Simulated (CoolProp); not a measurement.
Vapour-liquid equilibrium of propylene (1) + isobutane (2) at 212.4 K; x and y are mole fractions of (1).

Values from CoolProp's multi-fluid Helmholtz-energy mixture model, Lemmon 2013 and Bücker 2006; pair parameters Bell 2016.

```
x     bubble pressure, mixture model (kPa)  bubble pressure, Raoult's law (kPa)  y, mixture model  y, Raoult's law
----  ------------------------------------  -----------------------------------  ----------------  ---------------
0.05                                 12.10                                11.07             0.301            0.241
0.2                                  17.75                                17.77             0.577            0.602
0.35                                 21.81                                24.46             0.703            0.765
0.5                                  26.54                                31.15             0.809            0.858
0.65                                 32.97                                37.85             0.901            0.918
0.8                                  41.44                                44.54             0.964            0.960
0.95                                 50.73                                51.24             0.995            0.991
```

The largest gap from Raoult's law is -14.8 % in bubble pressure, at x = 0.5. No azeotrope shows between x = 0.05 and 0.95.

The pair parameters rest on a limited set of measurements; away from them the model extrapolates. The gap from Raoult's law changes sign with composition, which may be real or a fault of the pair parameters; it wasn't checked against measurements.
